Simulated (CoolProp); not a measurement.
Water along the isobar 93.8 bar: density (kg/m³) from the reference equation and from simpler models built on Tc = 373.9 °C, pc = 220.6 bar, ω = 0.344; each cubic takes its own stable root.

Model: reference Helmholtz-energy equation of state, Wagner 2002, in CoolProp.

| T (°C) | phase | reference |
|---|---|---|
| 10.75 | liquid | 1004 |
| 25.35 | liquid | 1001 |
| 39.95 | liquid | 996.3 |
| 54.55 | liquid | 989.9 |
| 69.05 | liquid | 982.4 |
| 83.65 | liquid | 973.6 |
| 98.25 | liquid | 963.9 |
| 112.85 | liquid | 953.2 |
| 127.45 | liquid | 941.6 |

Question: How far does each simpler model (van der Waals, Redlich-Kwong, Soave-Redlich-Kwong, Peng-Robinson) lie from the reference over these 9 states: mean and median of the absolute difference, and the worst?

Answer: 
- van der Waals: mean 51.1 %, median 51.2 %, worst -51.8 % at 127.45 °C and 93.8 bar
- Redlich-Kwong: mean 27.8 %, median 27.9 %, worst -29.5 % at 127.45 °C and 93.8 bar
- Soave-Redlich-Kwong: mean 25.4 %, median 25.5 %, worst -26.4 % at 127.45 °C and 93.8 bar
- Peng-Robinson: mean 16.0 %, median 16.2 %, worst -17.0 % at 127.45 °C and 93.8 bar
